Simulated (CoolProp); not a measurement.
A simple Rankine cycle with dimethyl ether: condensing at 299.15 K, boiler at 4.01 MPa, turbine inlet 424 K, turbine efficiency 0.9, pump efficiency 0.6, no recuperator. Each further row changes one setting.

Values from CoolProp's reference Helmholtz-energy equation of state, Wu 2011.

```tsv
case	thermal efficiency (%)	net work (kJ/kg)	heat in (kJ/kg)	turbine exit temperature (K)	volume ratio over the turbine
as stated	16.0	87.7	547	334.8	6.49
turbine inlet 444 K	?	96.9	?	357.1	6.32
condensing temperature 291.15 K	17.5	99.0	566	325.7	8.09
boiler pressure 2.81 MPa	13.9	?	575	355.9	4.40
turbine efficiency 0.8	14.1	77.0	547	341.2	6.65
```

Some entries are withheld; supply them.


- turbine inlet 444 K, thermal efficiency (%): 16.3
- turbine inlet 444 K, heat in (kJ/kg): 594
- boiler pressure 2.81 MPa, net work (kJ/kg): 79.7
